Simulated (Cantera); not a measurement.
Input (Python, Cantera) and output of one run.

```python
import numpy as np
import cantera as ct

gas_names = """
    O2 F2
""".split()
cond_names = """
    CuF2(s) CuF2(L) Cu2O(s) Cu2O(L)
""".split()


def load(file, names, dense=False):
    # The tables refer to 1 bar. Condensed volumes are neglected.
    table = {s.name: s for s in ct.Species.list_from_file(file)}
    out = []
    for n in names:
        d = dict(table[n].input_data)
        d["thermo"] = dict(d["thermo"], **{"reference-pressure": 1e5})
        if dense:
            d["equation-of-state"] = {"model": "constant-volume", "density": "1e6 g/cm^3"}
        out.append(ct.Species.from_dict(d))
    return out


species = {s.name: s for s in load("nasa_gas.yaml", gas_names) + load("nasa_condensed.yaml", cond_names)}
# Each term lists the table entries of one substance; the one whose range holds T is used.
reactions = {
    'O2(g) + 4 CuF2 = 4 F2(g) + 2 Cu2O':
        [(-1, ['O2']), (-4, ['CuF2(s)', 'CuF2(L)']), (4, ['F2']), (2, ['Cu2O(s)', 'Cu2O(L)'])],
}


def pick(names, T):
    return next(species[n] for n in names if species[n].thermo.min_temp <= T <= species[n].thermo.max_temp)


results = []
for label, terms in reactions.items():
    print(label)
    print("     T/K   dH/kJ  dS/(J/K)   dG/kJ   log10 K")
    for T in [300, 500, 600, 700, 800, 900, 1000, 1100, 1200, 1300, 1400, 1500]:
        used = [(nu, pick(names, T)) for nu, names in terms]
        dH = sum(nu * s.thermo.h(T) for nu, s in used) / 1e6
        dS = sum(nu * s.thermo.s(T) for nu, s in used) / 1e3
        dG = dH - T * dS / 1e3
        logK = -dG * 1e6 / (ct.gas_constant * T * np.log(10))
        results.append((label, T, dH, dS, dG, logK, [s.name for _, s in used]))
        print(f"{T:8g} {dH:8.1f} {dS:8.1f} {dG:8.1f} {logK:8.2f}")
```

It prints:

```
O2(g) + 4 CuF2 = 4 F2(g) + 2 Cu2O
     T/K   dH/kJ  dS/(J/K)   dG/kJ   log10 K
     300   1814.2    480.8   1669.9  -290.76
     500   1803.6    454.3   1576.5  -164.69
     600   1796.9    442.0   1531.6  -133.34
     700   1789.4    430.5   1488.0  -111.04
     800   1781.4    419.9   1445.5   -94.38
     900   1773.2    410.1   1404.0   -81.49
    1000   1764.7    401.2   1363.5   -71.22
    1100   1756.1    393.1   1323.8   -62.86
    1200   1523.8    183.9   1303.1   -56.72
    1300   1512.7    175.0   1285.1   -51.64
    1400   1502.3    167.4   1268.0   -47.31
    1500   1492.7    160.7   1251.6   -43.58
```

Standard-state values (1 bar) from the NASA 1993 polynomials, evaluated with Cantera. Condensed species are held in their standard states even where they would react or evaporate.
